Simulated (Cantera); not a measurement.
An adiabatic, constant-pressure homogeneous reactor starts with CH4 : H2 : O2 : N2 = 1 : 0.048 : 5.06 : 19 (molar parts), equivalence ratio 0.40, at 1625 K and 220000 Pa.

Cantera simulation using GRI-Mech 3.0 (53 species, 325 reactions); the numbers are that mechanism's predictions, not measurements.

Problem. Predict: time of steepest temperature rise; temperature at 4.00 s; equilibrium temperature; x(H2) at 4.00 s; x(O2) at 4.00 s; x(O) at 4.00 s; x(H2O) at 4.00 s; x(HO2) at 4.00 s.

Solution. time of steepest temperature rise: 0.144 ms
temperature at 4.00 s: 2388 K
equilibrium temperature: 2388 K
x(H2) at 4.00 s: 0.000528 (gas-phase equilibrium 0.000528)
x(O2) at 4.00 s: 0.112 (gas-phase equilibrium 0.112)
x(O) at 4.00 s: 0.00184 (gas-phase equilibrium 0.00184)
x(H2O) at 4.00 s: 0.0776 (gas-phase equilibrium 0.0776)
x(HO2) at 4.00 s: 7.07e-6 (gas-phase equilibrium 7.07e-6)
